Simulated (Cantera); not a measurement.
Input (Python, Cantera) and output of one run.

```python
import numpy as np
import cantera as ct

gas_names = """
    C CH CH2 CH3 CH2OH CH3O CH4 CH3OH CO CO2 COOH C2 C2H CHCO,ketyl C2H2,acetylene C2H2,vinylidene
    CH2CO,ketene C2H3,vinyl CH3CO,acetyl C2H4 C2H4O,ethylen CH3CHO,ethanal CH3COOH (HCOOH)2 C2H5 C2H6
    CH3OCH3 C2H5OH C2O C3 C3H3,propargyl C3H4,allene C3H4,propyne C3H4,cyclo- C3H5,allyl C3H6,propylene
    C3H6,cyclo- C3H6O C3H7,n-propyl C3H7,i-propyl C3H8 C3H8O,1propanol C3H8O,2propanol C3O2 C4 C4H2
    C4H4,1,3-cyclo- C4H6,butadiene C4H6,2-butyne C4H6,cyclo- C4H8,1-butene C4H8,cis2-buten
    C4H8,tr2-butene C4H8,isobutene C4H8,cyclo- (CH3COOH)2 C4H9,n-butyl C4H9,i-butyl C4H9,s-butyl
    C4H9,t-butyl C4H10,isobutane C4H10,n-butane C5 C5H6,1,3cyclo- C5H8,cyclo- C5H10,1-pentene
    C5H10,cyclo- C5H11,pentyl C5H11,t-pentyl C5H12,n-pentane C5H12,i-pentane CH3C(CH3)2CH3 C6H2
    C6H5,phenyl C6H5O,phenoxy C6H6 C6H5OH,phenol C6H10,cyclo- C6H12,1-hexene C6H12,cyclo- C6H13,n-hexyl
    C7H7,benzyl C7H8 C7H8O,cresol C7H14,1-heptene C7H15,n-heptyl C7H16,n-heptane C8H8,styrene
    C8H10,ethylbenz C8H16,1-octene C8H17,n-octyl C8H18,isooctane C8H18,n-octane C9H19,n-nonyl
    C10H8,naphthale C10H21,n-decyl C12H9,o-bipheny C12H10,bipheny H HCO HO2 H2 HCHO,formaldehy HCOOH H2O
    H2O2 Mg MgH MgO MgOH MgO2H2 Mg2 O OH O2 O3
""".split()
cond_names = """
    C(gr) C6H6(L) C7H8(L) C8H18(L),n-octa H2O(s) H2O(L) Mg(cr) Mg(L) MgCO3(s) MgO(s) MgO(L) MgO2H2(s)
""".split()


def load(file, names, dense=False):
    # The tables refer to 1 bar. Condensed volumes are neglected.
    table = {s.name: s for s in ct.Species.list_from_file(file)}
    out = []
    for n in names:
        d = dict(table[n].input_data)
        d["thermo"] = dict(d["thermo"], **{"reference-pressure": 1e5})
        if dense:
            d["equation-of-state"] = {"model": "constant-volume", "density": "1e6 g/cm^3"}
        out.append(ct.Species.from_dict(d))
    return out


gas = ct.Solution(thermo="ideal-gas", species=load("nasa_gas.yaml", gas_names))
cond = {s.name: ct.Solution(thermo="fixed-stoichiometry", species=[s], name=s.name)
        for s in load("nasa_condensed.yaml", cond_names, dense=True)}
atoms = {
    'MgO': {'Mg': 1, 'O': 1},
    'CH4': {'C': 1, 'H': 4},
    'H2': {'H': 2},
    'CO': {'C': 1, 'O': 1},
}
top_T = {'C(gr)': 4500}  # K; cautious upper limits of use, not melting points


def equilibrate(T, P, feed):
    n = {}
    for name, mol in feed.items():
        for a, k in atoms[name].items():
            n[a] = n.get(a, 0.0) + k * mol
    gas.TPX = T, P, n
    mass = sum(n.values()) * gas.mean_molecular_weight
    gas.equilibrate("TP")
    valid = [c for c in cond.values() if c.min_temp <= T <= top_T.get(c.name, c.max_temp)]
    mix = ct.Mixture([(gas, mass / gas.mean_molecular_weight)] + [(c, 0.0) for c in valid])
    mix.T, mix.P = T, P
    mix.equilibrate("TP", solver="vcs", rtol=1e-11, max_steps=5000)
    return mix


results = []
feed = {'MgO': 1, 'CH4': 0.55, 'H2': 13, 'CO': 1.6}  # mol
P = 47000  # Pa
for T in [1325, 1425, 1525, 1625, 1725, 1825, 1925, 2025, 2125, 2225, 2325]:
    mix = equilibrate(T, P, feed)
    results.append((T, P, feed, dict(zip(mix.species_names, mix.species_moles))))

top = {s: max(r[3][s] / sum(r[3][g] for g in gas_names) for r in results) for s in gas_names}
cols = sorted((s for s in top if top[s] > 0.001), key=lambda s: -top[s])[:8]
seen = [c for c in cond_names if any(r[3].get(c, 0) > 1e-12 for r in results)]
print("log10 of partial pressures in bar; condensed amounts in mol")
print(f"{'T/K':>10s}" + "".join(f"{s[:9]:>10s}" for s in cols + seen))
for T, P, feed, n in results:
    ng = sum(n[g] for g in gas_names)
    print(f"{T:10.4g}" + "".join(f"{np.log10(max(n[s] / ng * P / 1e5, 1e-99)):10.3f}" for s in cols)
          + "".join(f"{n.get(c, 0):10.4g}" for c in seen))
```

Result:

```
log10 of partial pressures in bar; condensed amounts in mol
       T/K        H2        CO        Mg       H2O         H       CH4     C(gr)    MgO(s)
      1325    -0.376    -1.320    -7.770    -3.839    -5.974    -2.925    0.5155         1
      1425    -0.375    -1.320    -6.050    -4.212    -5.354    -3.175    0.5297         1
      1525    -0.375    -1.319    -4.561    -4.537    -4.814    -3.392    0.5362    0.9991
      1625    -0.376    -1.316    -3.263    -4.818    -4.339    -3.584    0.5223    0.9816
      1725    -0.388    -1.272    -2.160    -5.036    -3.925    -3.777    0.3017    0.7598
      1825    -0.404    -1.221    -1.817    -4.600    -3.558    -4.582         0    0.4503
      1925    -0.405    -1.221    -1.814    -3.894    -3.222    -5.620         0    0.4453
      2025    -0.406    -1.222    -1.803    -3.268    -2.919    -6.547         0    0.4298
      2125    -0.410    -1.224    -1.769    -2.731    -2.645    -7.365         0    0.3801
      2225    -0.419    -1.229    -1.695    -2.292    -2.398    -8.076         0    0.2561
      2325    -0.435    -1.237    -1.581    -1.947    -2.176    -8.697         0   0.01237
```

Cantera equilibrium calculation (NASA polynomials, part measured and part estimated; ideal gas, pure solids and liquids). The tables' values for MgH are old estimates; treat these amounts as uncertain.
